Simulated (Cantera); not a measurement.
Input: 1 mol SiCl4, 230 mol N2, equilibrated at 1525 K and 0.0200 bar.

Method: chemical equilibrium by Gibbs-energy minimisation in Cantera with the NASA 1993 tables (ideal gas, pure condensed phases). Candidate condensed phases: Si, Si3N4; 13 gas species. The tables' values for SiCl3 are old estimates; treat these amounts as uncertain. Equilibrium is a limit: real reactors are often held back by kinetics, nucleation or transport.

Task: What is the equilibrium state?

Result: 
```json
{
  "x(N2)": "0.995",
  "x(SiCl4)": "0.00355",
  "x(Cl)": "0.00100",
  "x(SiCl3)": "0.000533",
  "x(SiCl2)": "0.000238",
  "x(Cl2)": "4.21e-6",
  "gas_amount": "231.2 mol",
  "log10 activity of Si(s) (absent)": "-5.88"
}
```
